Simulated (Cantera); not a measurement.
Input: 1 mol Cr2O3, a varied amount of H2, held at 1873.15 K and 2.10 mbar.

Cantera equilibrium calculation (NASA polynomials, part measured and part estimated; ideal gas, pure solids and liquids). Candidate condensed phases: Cr, Cr2O3, H2O; 13 gas species. Rates play no part.

Q: At 300 mol H2, list the 5 most abundant gas species with their mole fractions, and the condensed phases.

A: H2 0.970, H 0.0139, H2O 0.00982, Cr 0.00654, CrO 3.83e-5. Condensed: gas only.
